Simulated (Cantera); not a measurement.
## Premixed flame

A freely propagating, adiabatic, planar premixed flame of 5.06 % CH4, 0.810 % H2, 13.7 % O2, 58.7 % N2, 21.8 % CO2, equivalence ratio 0.77, unburnt at 650 K and 0.132 atm; mixture-averaged transport, grid criteria slope 0.08 and curve 0.16, no radiation.

Cantera simulation using GRI-Mech 3.0 (53 species, 325 reactions); the numbers are that mechanism's predictions, not measurements. Burning velocities carry a grid error of a few per cent, more on coarse grids.

```json
[
 {"z (mm)": "-13.2", "T (K)": "650", "u (m/s)": "0.569", "x CH4": "0.0506", "x H2": "0.00825", "x O2": "0.137", "x CH3": "4.25e-8", "x NO2": "<1e-8", "x O": "<1e-8"},
 {"z (mm)": "-8.83", "T (K)": "652", "u (m/s)": "0.571", "x CH4": "0.0504", "x H2": "0.00846", "x O2": "0.136", "x CH3": "3.91e-7", "x NO2": "<1e-8", "x O": "<1e-8"},
 {"z (mm)": "-6.62", "T (K)": "658", "u (m/s)": "0.576", "x CH4": "0.0498", "x H2": "0.00868", "x O2": "0.136", "x CH3": "1.70e-6", "x NO2": "<1e-8", "x O": "<1e-8"},
 {"z (mm)": "-4.41", "T (K)": "690", "u (m/s)": "0.605", "x CH4": "0.0472", "x H2": "0.00905", "x O2": "0.133", "x CH3": "1.07e-5", "x NO2": "<1e-8", "x O": "1.64e-7"},
 {"z (mm)": "-2.21", "T (K)": "868", "u (m/s)": "0.766", "x CH4": "0.0346", "x H2": "0.00964", "x O2": "0.116", "x CH3": "0.000129", "x NO2": "<1e-8", "x O": "5.88e-6"},
 {"z (mm)": "-1.10", "T (K)": "1085", "u (m/s)": "0.962", "x CH4": "0.0203", "x H2": "0.00978", "x O2": "0.0936", "x CH3": "0.000487", "x NO2": "<1e-8", "x O": "5.06e-5"},
 {"z (mm)": "0", "T (K)": "1322", "u (m/s)": "1.18", "x CH4": "0.00531", "x H2": "0.00839", "x O2": "0.0656", "x CH3": "0.000416", "x NO2": "<1e-8", "x O": "0.000543"},
 {"z (mm)": "1.10", "T (K)": "1419", "u (m/s)": "1.26", "x CH4": "0.000415", "x H2": "0.00518", "x O2": "0.0499", "x CH3": "3.64e-5", "x NO2": "<1e-8", "x O": "0.00209"},
 {"z (mm)": "2.21", "T (K)": "1446", "u (m/s)": "1.29", "x CH4": "1.87e-5", "x H2": "0.00362", "x O2": "0.0451", "x CH3": "1.69e-6", "x NO2": "<1e-8", "x O": "0.00273"},
 {"z (mm)": "4.41", "T (K)": "1479", "u (m/s)": "1.31", "x CH4": "6.22e-8", "x H2": "0.00302", "x O2": "0.0425", "x CH3": "<1e-8", "x NO2": "<1e-8", "x O": "0.00265"},
 {"z (mm)": "8.83", "T (K)": "1521", "u (m/s)": "1.34", "x CH4": "<1e-8", "x H2": "0.00254", "x O2": "0.0405", "x CH3": "<1e-8", "x NO2": "<1e-8", "x O": "0.00214"},
 {"z (mm)": "17.7", "T (K)": "1569", "u (m/s)": "1.38", "x CH4": "<1e-8", "x H2": "0.00189", "x O2": "0.0384", "x CH3": "<1e-8", "x NO2": "<1e-8", "x O": "0.00149"},
 {"z (mm)": "35.3", "T (K)": "1612", "u (m/s)": "1.42", "x CH4": "<1e-8", "x H2": "0.00125", "x O2": "0.0363", "x CH3": "<1e-8", "x NO2": "<1e-8", "x O": "0.000930"}
]
```
x: mole fraction of selected species; z is measured from the peak of heat release.

```json
{
  "laminar_burning_velocity": "56.9 cm/s",
  "thermal_thickness": "4.41 mm",
  "peak x(CH3)": "0.000617",
  "peak x(O)": "0.00278",
  "grid_points": "126"
}
```
